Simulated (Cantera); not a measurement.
Cantera with NASA thermochemical tables; ideal gases at 1 bar, condensed phases pure. Values are per mole of reaction as written; species without (g) are pure solids or liquids, kept so even where they would boil at 1 bar.

Between 300 and 1125 K, where is each reaction favourable under standard conditions?
- AlN + NO₂(g) = Al + 2 NO(g)


- AlN + NO₂(g) = Al + 2 NO(g): ΔG° is 409 kJ at 300 K and 247 kJ at 1125 K; it stays positive (K < 1). ΔH° is 479 kJ and ΔS° 206 J/K at 1125 K.
